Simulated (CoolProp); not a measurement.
Carbon dioxide at 298.15 K and 3.58 MPa is throttled through a valve to 2.17 MPa with no heat exchange. Each further row changes one setting.

Computed with CoolProp (reference Helmholtz-energy equation of state, Span 1996).

```json
[
 {"case": "as stated", "temperature change (K)": "…", "final density (kg/m³)": "…"},
 {"case": "outlet pressure 0.651 MPa", "temperature change (K)": "…", "final density (kg/m³)": "14.0"},
 {"case": "outlet pressure 2.82 MPa", "temperature change (K)": "…", "final density (kg/m³)": "…"}
]
```

Task: Complete the blanks.

Result: 
- as stated, temperature change (K): -16.8
- as stated, final density (kg/m³): 47.9
- outlet pressure 0.651 MPa, temperature change (K): -38.4
- outlet pressure 2.82 MPa, temperature change (K): -8.7
- outlet pressure 2.82 MPa, final density (kg/m³): 62.7
